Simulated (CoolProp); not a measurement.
Vapour-liquid equilibrium of ethylene (1) + propylene (2) at 14.4 kPa; x and y are mole fractions of (1).

Values from CoolProp's multi-fluid Helmholtz-energy mixture model, Smukala 2000 and Lemmon 2013; pair parameters Bell 2016.

Q: Give the bubble temperature and the first vapour's composition at x = 0.05, 0.2, 0.35. Is there an azeotrope?

A: x = 0.05: 177.7 K, y = 0.614; x = 0.2: 160.9 K, y = 0.926; x = 0.35: 153.7 K, y = 0.971. No azeotrope shows between x = 0.05 and 0.95.

Pair parameters are fitted to limited data, so mixtures are less certain than the pure fluids.
